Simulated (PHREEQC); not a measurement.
1 kg of water holding 0.0075 mol MgSO4, 0.006 mol NaCl, 0.6 mol MgCl2 and 0.0037 mol H3BO3 is evaporated at 20 °C; the solids stay in contact with the brine. The system is closed to CO2. The run lets Bischofite, Bloedite, Brucite, Epsomite, Halite, Hexahydrite, Kieserite, Mirabilite, Thenardite, Borax, Boric_acid,s, NaBO2:4H2O, NaB5O8:5H2O, Teepleite, MgCl2_4H2O precipitate or redissolve, and no other solid.

Equilibrium calculation in PHREEQC: Pitzer model, pitzer.dat.

Task: Predict ionic strength, water activity at water left (kg) = 0.8219, 0.2082, 0.1711, 0.1407.

Result: 
```
water left (kg)  ionic strength  water activity
---------------  --------------  --------------
0.8219                     2.23           0.960
0.2082                     8.82           0.729
0.1711                     10.7           0.638
0.1407                     13.1           0.524
```
